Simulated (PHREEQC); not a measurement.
## Buffer: speciation

Consider water at 80 °C with 6.6 mmol/kgw KHCO3 and 5.1 mmol/kgw NaOH. Closed to the air; pH follows from the charge balance.

The numbers come from PHREEQC with the ion-association model, phreeqc.dat.

Precipitation was switched off in this run.

Predict the pH.

pH 9.79.

In which forms is C present?

HCO3- 50 %, CO3-2 34 %, NaCO3- 16 % of the C.

Species that the database lacks are ignored. At this temperature some constants are extrapolated from 25 °C, and those without enthalpy data are left unchanged.
